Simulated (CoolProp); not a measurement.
The fluid at 943.01 K and 36.3 MPa flows at 2.3 m/s in a round tube of 25 mm bore and 45 µm roughness, fully developed (64/Re and Nu = 3.66 if laminar; Colebrook and Gnielinski if turbulent). The same conditions are run with several fluids, on thermodynamics alone (safety and materials aside).

The numbers come from the reference Helmholtz-energy equation of state of each fluid (water: Wagner 2002; carbon dioxide: Span 1996; normal hydrogen: Leachman 2009; dry air: Lemmon 2000; oxygen: Schmidt 1985) in CoolProp. Blends and air are pseudo-pure fits.

```csv
fluid,Reynolds number,Darcy friction factor,pressure drop (Pa/m),heat-transfer coefficient (W/(m² K)),mass flow (kg/h)
water,142000,0.0241,…,2060,387
carbon dioxide,252000,0.0235,467,1850,…
normal hydrogen,25000,0.0284,26.1,1240,35.3
dry air,156000,0.0240,…,1090,484
oxygen,153000,0.0240,342,…,547
```

Task: Complete the blanks.

Result: 
- water, pressure drop (Pa/m): 242
- carbon dioxide, mass flow (kg/h): 762
- dry air, pressure drop (Pa/m): 302
- oxygen, heat-transfer coefficient (W/(m² K)): 1150

Above 300 K oxygen's equation is extrapolated.

Transport values come from each fluid's own correlations.
